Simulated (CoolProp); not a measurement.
R124 along the isobar 0.774 MPa: Z from the reference equation and from simpler models built on Tc = 122.3 °C, pc = 3.624 MPa, ω = 0.288; each cubic takes its own stable root.

The numbers come from the reference Helmholtz-energy equation of state, de Vries 1995 in CoolProp.

```csv
T (°C),phase,reference,van der Waals,Soave-Redlich-Kwong
-100.35,liquid,0.04283,0.07193,0.04750
-82.65,liquid,0.03992,0.06676,0.04399
-64.95,liquid,0.03758,0.06262,0.04119
-47.25,liquid,0.03568,0.05931,0.03898
-29.55,liquid,0.03416,0.05669,0.03724
-11.85,liquid,0.03296,0.05468,0.03594
5.85,liquid,0.03205,0.05327,0.03504
23.55,liquid,0.03143,0.8565,0.03458
41.15,liquid,0.03113,0.8773,0.03462
```

At some of these states van der Waals gives the other phase, because its saturation line lies elsewhere.
